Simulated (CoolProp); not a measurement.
The fluoroketone C6F12O (FK-5-1-12) along the isobar 948 kPa: fugacity coefficient from the reference equation and from simpler models built on Tc = 441.8 K, pc = 1869 kPa, ω = 0.471; each cubic takes its own stable root.

The numbers come from the reference Helmholtz-energy equation of state, McLinden 2015 in CoolProp.

| T (K) | phase | reference |
|---|---|---|
| 376.9 | liquid | 0.4480 |
| 394.5 | liquid | 0.6247 |
| 412.1 | gas | 0.7752 |
| 429.7 | gas | 0.8091 |
| 447.2 | gas | 0.8361 |
| 464.8 | gas | 0.8584 |
| 482.4 | gas | 0.8771 |
| 500 | gas | 0.8929 |

Question: How far does each simpler model (van der Waals, Redlich-Kwong) lie from the reference over these 8 states: mean and median of the absolute difference, and the worst?

Answer: 
- van der Waals: mean 14.5 %, median 3.0 %, worst +73.6 % at 376.9 K and 948 kPa
- Redlich-Kwong: mean 8.2 %, median 1.1 %, worst +37.2 % at 376.9 K and 948 kPa

At some of these states van der Waals, Redlich-Kwong gives the other phase, because its saturation line lies elsewhere.
